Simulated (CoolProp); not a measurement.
The fluid at 382.93 K and 0.126 MPa (gas) is heated at constant pressure to 400.2 K. The same conditions are run with several fluids, on thermodynamics alone (safety and materials aside).

Values from CoolProp's reference Helmholtz-energy equation of state of each fluid (the fluoroketone C6F12O (FK-5-1-12): McLinden 2015; R1224YDZ: Akasaka 2023; R123: Younglove 1994; carbon monoxide: Lemmon 2006; propyne: Polt 1992). The equations of Platzer and Polt are older, rougher fits.

```tsv
fluid	heat (kJ/kg)	final density (kg/m³)
the fluoroketone C6F12O (FK-5-1-12)	16.6	12.4
R1224YDZ	15.9	5.72
R123	13.5	5.90
carbon monoxide	18.1	1.06
propyne	31.1	1.53
```
